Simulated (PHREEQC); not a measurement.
Consider water at 75 °C with 0.014 mol/kgw MgCl2, 0.0018 mol/kgw CO2 and 0.069 mol/kgw MgSO4. Closed to the air; pH follows from the charge balance.

All values are PHREEQC results (ion-association model, phreeqc.dat), not measurements.

| Property | Result |
|---|---|
| pH | 4.74 |
| ionic strength | 0.119 mol/kgw |
| specific conductance | 14300 µS/cm |
| density | 0.984 g/cm³ |

```csv
species,molality,activity,log γ
MgSO4,0.0497,0.0510,0.012
Mg+2,0.0333,0.0118,-0.452
Cl-,0.0280,0.0205,-0.135
SO4-2,0.0193,0.00613,-0.498
CO2,0.00172,0.00177,0.012
HCO3-,6.08e-5,4.62e-5,-0.120
HSO4-,5.16e-5,3.87e-5,-0.125
```

Precipitation was switched off in this run. Species that the database lacks are ignored. Away from 25 °C the constants follow the database's enthalpies or fits; those with neither stay at their 25 °C values.
